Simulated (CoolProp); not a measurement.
200 sccm (0 °C, 1 atm) of nitrogen bubbles through liquid methanol at 315.1 K and leaves saturated at a total pressure of 0.15 MPa (ideal gas phase). Each further row changes one setting.

The numbers come from the reference Helmholtz-energy equation of state, de Reuck 1993 in CoolProp.

```
case                      vapour pressure (kPa)  mole fraction of vapour  delivery (mg/min)  delivery (sccm)  change of delivery for a bath 1 K warmer (%)
------------------------  ---------------------  -----------------------  -----------------  ---------------  --------------------------------------------
as stated                                  38.9                      [?]                100             70.0                                           [?]
bath temperature 320.1 K                    [?]                      [?]                137             96.2                                           6.8
total pressure 0.3 MPa                     38.9                    0.130                [?]             29.8                                           5.4
```

Problem. What belongs in the gaps?

Solution. 
- as stated, mole fraction of vapour: 0.259
- as stated, change of delivery for a bath 1 K warmer (%): 6.4
- bath temperature 320.1 K, vapour pressure (kPa): 48.7
- bath temperature 320.1 K, mole fraction of vapour: 0.325
- total pressure 0.3 MPa, delivery (mg/min): 42.6
